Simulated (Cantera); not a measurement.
Charge: 1 mol C₆H₆, 1.4 mol H₂, 0.37 mol N₂, held at 925 K and 135 Torr.

Cantera equilibrium calculation (NASA polynomials, part measured and part estimated; ideal gas, pure solids and liquids). Candidate condensed phases: C, C₆H₆, C₇H₈, C₈H₁₈; 92 gas species. Rates play no part.

Base state: H₂ 0.888, N₂ 0.0800, CH₄ 0.0322, NH₃ 4.24e-5 (mole fractions); condensed: C(graphite).

Question: What changes in the equilibrium state with this change: 0.064 mol H₂O added?

Answer: 
```csv
species,before,after
H₂,0.888,0.877
N₂,0.0800,0.0781
CH₄,0.0322,0.0314
CO,0,0.0108
H₂O,0,0.00254
CO₂,0,6.36e-5
NH₃,4.24e-5,4.11e-5
"C(graphite), mol",5.85,5.80
```
Further candidate phases: H₂O.
